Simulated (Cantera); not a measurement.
Input: 1 mol C3H6, 0.42 mol H2O, 7.9 mol N2, 0.18 mol O2, equilibrated at 2125 K and 0.130 bar.

Cantera equilibrium calculation (NASA polynomials, part measured and part estimated; ideal gas, pure solids and liquids). Candidate condensed phases: C, C6H6, C7H8, C8H18, H2O; 136 gas species. Equilibrium is a limit: real reactors are often held back by kinetics, nucleation or transport.

Base state: N2 0.646, H2 0.274, CO 0.0643, HCN 0.00984, H 0.00527, HNC 0.000692, C2H2 (acetylene) 0.000458 (mole fractions); condensed: C(graphite).

### Question
What changes in the equilibrium state with this change: temperature from 2125 K to 2850 K?

### Answer
| species | before | after |
|---|---|---|
| N2 | 0.646 | 0.585 |
| H2 | 0.274 | 0.174 |
| H | 0.00527 | 0.113 |
| HCN | 0.00984 | 0.0486 |
| CO | 0.0643 | 0.0607 |
| C3 | 3.85e-9 | 0.000444 |
| C2 | <1e-9 | 4.38e-5 |
| C | 2.95e-9 | 8.67e-5 |
| C(graphite), mol | 2.08 | 1.23 |

### Question
What changes in the equilibrium state with this change: temperature from 2125 K to 900 K?

### Answer
```json
[
 {"species": "N2", "before": "0.646", "after": "0.660"},
 {"species": "H2", "before": "0.274", "after": "0.275"},
 {"species": "CO", "before": "0.0643", "after": "0.0558"},
 {"species": "HCN", "before": "0.00984", "after": "3.72e-7"},
 {"species": "H", "before": "0.00527", "after": "<1e-9"},
 {"species": "HNC", "before": "0.000692", "after": "<1e-9"},
 {"species": "C2H2 (acetylene)", "before": "0.000458", "after": "<1e-9"},
 {"species": "CO2", "before": "7.85e-9", "after": "0.00226"},
 {"species": "H2O", "before": "1.68e-7", "after": "0.00483"},
 {"species": "C(graphite), mol", "before": "2.08", "after": "2.27"}
]
```
